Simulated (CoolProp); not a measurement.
Properties of dimethyl carbonate along the isobar 101 kPa (Tc = 557.0 K, pc = 4909 kPa, ω = 0.346).

Computed with CoolProp (reference Helmholtz-energy equation of state, Zhou 2011).

```tsv
T (K)	phase	cp (kJ/(kg K))	cv (kJ/(kg K))	isothermal compressibility (1/MPa)	expansivity (1/kK)
402.5	gas	1.461	1.360	10.11	2.657
420.5	gas	1.504	1.404	10.08	2.519
438.4	gas	1.545	1.446	10.06	2.398
456.4	gas	1.586	1.488	10.04	2.288
474.3	gas	1.625	1.528	10.02	2.190
492.3	gas	1.663	1.567	10.01	2.101
510.2	gas	1.700	1.604	9.996	2.020
528.2	gas	1.736	1.640	9.986	1.945
546.1	gas	1.770	1.674	9.977	1.877
564.1	gas	1.802	1.707	9.969	1.813
582	gas	1.833	1.739	9.963	1.753
600	gas	1.863	1.768	9.957	1.698
```
